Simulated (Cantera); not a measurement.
A Cantera script and what it prints.

```python
import numpy as np
import cantera as ct

gas_names = [...]  # 110 gases of nasa_gas.yaml made of C, F, H
cond_names = """
    C(gr) C6H6(L) C7H8(L) C8H18(L),n-octa
""".split()


# ... load() reads the species with a 1 bar reference pressure and builds the phases ...
atoms = {
    'C2F6': {'C': 2, 'F': 6},
    'CH4': {'C': 1, 'H': 4},
    'H2': {'H': 2},
}
top_T = {'C(gr)': 4500}  # K; cautious upper limits of use, not melting points


# ... equilibrate(T, P, feed) seeds the gas with the atoms and calls Mixture.equilibrate('TP', solver="vcs", rtol=1e-11, max_steps=5000) ...
results = []
feed = {'C2F6': 1, 'CH4': 0.38, 'H2': 0.45}  # mol
P = 14  # Pa
for T in [2500, 3000, 3500, 4000, 4500, 5000]:
    mix = equilibrate(T, P, feed)
    results.append((T, P, feed, dict(zip(mix.species_names, mix.species_moles))))
    x = sorted(zip(gas.X, gas.species_names), reverse=True)
    print(f"T = {T:g} K  P = {P:g} Pa  gas = {mix.phase_moles(0):.4g} mol")
    print("   x: " + "  ".join(f"{s} {v:.3e}" for v, s in x if v > 0.0001))
    print("   condensed (mol): " + ("  ".join(f"{mix.phase(i).name} {mix.phase_moles(i):.4g}"
          for i in range(1, mix.n_phases) if mix.phase_moles(i) > 1e-12) or "none"))
```

It prints:

```
T = 2500 K  P = 14 Pa  gas = 6.039 mol
   x: F 5.704e-01  HF 3.942e-01  CF 1.863e-02  H 6.520e-03  CF2 5.179e-03  C3 3.550e-03  C 1.189e-03  C2 3.271e-04
   condensed (mol): C(gr) 2.16
T = 3000 K  P = 14 Pa  gas = 8.958 mol
   x: F 5.615e-01  H 1.786e-01  C 9.516e-02  HF 9.100e-02  C3 4.047e-02  CF 1.708e-02  C2 1.564e-02  H2 1.792e-04  C2H 1.320e-04
   condensed (mol): none
T = 3500 K  P = 14 Pa  gas = 10.71 mol
   x: F 5.548e-01  H 2.222e-01  C 2.151e-01  HF 3.672e-03  C2 2.404e-03  CF 1.565e-03  C3 2.176e-04
   condensed (mol): none
T = 4000 K  P = 14 Pa  gas = 10.79 mol
   x: F 5.554e-01  H 2.239e-01  C 2.199e-01  HF 2.829e-04  C2 1.809e-04  CF 1.446e-04
   condensed (mol): none
T = 4500 K  P = 14 Pa  gas = 10.8 mol
   x: F 5.553e-01  H 2.239e-01  C 2.197e-01  Electron 4.771e-04  C+ 4.728e-04
   condensed (mol): none
T = 5000 K  P = 14 Pa  gas = 10.82 mol
   x: F 5.543e-01  H 2.235e-01  C 2.176e-01  Electron 2.299e-03  C+ 2.288e-03
   condensed (mol): none
```

Cantera equilibrium calculation (NASA polynomials, part measured and part estimated; ideal gas, pure solids and liquids). The feed counts by its element totals alone.
